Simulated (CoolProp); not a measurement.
Values from CoolProp's reference Helmholtz-energy equation of state, Schmidt 1985.

Problem. Give the vapour pressure (MPa), liquid density (kg/m³), liquid cp (kJ/(kg K)), surface tension (mN/m) of saturated oxygen at -171.55, -164.15, -149.25 °C.

Solution. 
```tsv
T (°C)	p (MPa)	liquid density (kg/m³)	liquid cp (kJ/(kg K))	surface tension (mN/m)
-171.55	0.290	1080	1.75	10.4
-164.15	0.507	1040	1.80	8.61
-149.25	1.27	947	2.00	5.30
```

Surface tension comes from a separate correlation (Mulero 2012).
